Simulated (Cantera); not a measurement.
Feed: 1 mol PbO, a varied amount of CH4, 0.13 mol H2, at 1.30 bar.

Method: chemical equilibrium by Gibbs-energy minimisation in Cantera with the NASA 1993 tables (ideal gas, pure condensed phases). Candidate condensed phases: C, C6H6, C7H8, C8H18, H2O, Pb, PbO, PbO2, Pb3O4; 113 gas species. The numbers say what is thermodynamically allowed, not how fast it happens.

Problem. What condenses at these points (T in °C, n(CH4) in mol): (1800, 0.86); (1800, 1.2); (1500, 1.2); (1750, 0.44); (1500, 0.44); (1600, 1.6); (1600, 0.62)?

Solution. 
```json
[
 {"T (°C)": "1800", "n(CH4) in mol": "0.86", "condensed phases": "gas only", "Pb condensed (%)": "0.0"},
 {"T (°C)": "1800", "n(CH4) in mol": "1.2", "condensed phases": "C", "Pb condensed (%)": "0.0"},
 {"T (°C)": "1500", "n(CH4) in mol": "1.2", "condensed phases": "C + Pb", "Pb condensed (%)": "25.5"},
 {"T (°C)": "1750", "n(CH4) in mol": "0.44", "condensed phases": "gas only", "Pb condensed (%)": "0.0"},
 {"T (°C)": "1500", "n(CH4) in mol": "0.44", "condensed phases": "Pb", "Pb condensed (%)": "69.3"},
 {"T (°C)": "1600", "n(CH4) in mol": "1.6", "condensed phases": "C", "Pb condensed (%)": "0.0"},
 {"T (°C)": "1600", "n(CH4) in mol": "0.62", "condensed phases": "Pb", "Pb condensed (%)": "0.4"}
]
```
